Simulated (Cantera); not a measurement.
Input: 1 mol SiHCl₃, 8.5 mol NH₃, 15 mol N₂, held at 33.8 Torr.

Method: chemical equilibrium by Gibbs-energy minimisation in Cantera with the NASA 1993 tables (ideal gas, pure condensed phases). Candidate condensed phases: NH₄Cl, Si, Si₃N₄; 28 gas species. Gases not in the tables: Si₂H₆ and higher silanes. Kinetics and transport are ignored.

Question: Which condensed phases are stable at each of these points (T (K)): 1350, 1400, 1450, 1500, 1550, 1600, 1650, 1700, 1750, 1800, 1850, 1900, 1950, 2000?

Answer: 
```json
[
 {"T (K)": "1350", "condensed phases": "Si₃N₄(s)", "Si condensed (%)": "99.4"},
 {"T (K)": "1400", "condensed phases": "Si₃N₄(s)", "Si condensed (%)": "98.9"},
 {"T (K)": "1450", "condensed phases": "Si₃N₄(s)", "Si condensed (%)": "97.9"},
 {"T (K)": "1500", "condensed phases": "Si₃N₄(s)", "Si condensed (%)": "96.1"},
 {"T (K)": "1550", "condensed phases": "Si₃N₄(s)", "Si condensed (%)": "92.9"},
 {"T (K)": "1600", "condensed phases": "Si₃N₄(s)", "Si condensed (%)": "88.0"},
 {"T (K)": "1650", "condensed phases": "Si₃N₄(s)", "Si condensed (%)": "80.9"},
 {"T (K)": "1700", "condensed phases": "Si₃N₄(s)", "Si condensed (%)": "71.8"},
 {"T (K)": "1750", "condensed phases": "Si₃N₄(s)", "Si condensed (%)": "61.2"},
 {"T (K)": "1800", "condensed phases": "Si₃N₄(s)", "Si condensed (%)": "49.6"},
 {"T (K)": "1850", "condensed phases": "Si₃N₄(s)", "Si condensed (%)": "37.7"},
 {"T (K)": "1900", "condensed phases": "Si(l)", "Si condensed (%)": "34.0"},
 {"T (K)": "1950", "condensed phases": "Si(l)", "Si condensed (%)": "34.2"},
 {"T (K)": "2000", "condensed phases": "Si(l)", "Si condensed (%)": "33.6"}
]
```

From 1350 K to 1850 K the condensed part is Si₃N₄(s). From 1900 K to 2000 K the condensed part is Si(l).
